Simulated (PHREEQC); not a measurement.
Synthetic water in mmol/kgw, 25 °C, pH 3.44, pe 9.2:

| constituent | mmol/kgw |
|---|---|
| Na | 4.43 |
| K | 0.199 |
| Ca | 0.772 |
| Mg | 0.46 |
| Cl | 2.82 |
| S(6) | 3.49 |
| Al | 0.711 |
| Mn(2) | 0.124 |
| Sr | 0.0315 |

Valence states are taken as typed.

The numbers come from PHREEQC with the ion-association model, phreeqc.dat.

No solid was allowed to form.

Estimate the ionic strength, charge-balance error.

ionic strength 0.0126 mol/kgw; charge-balance error 1.2 %.

In which forms is Sr present?

Sr+2 83 %, SrSO4 17 % of the Sr.
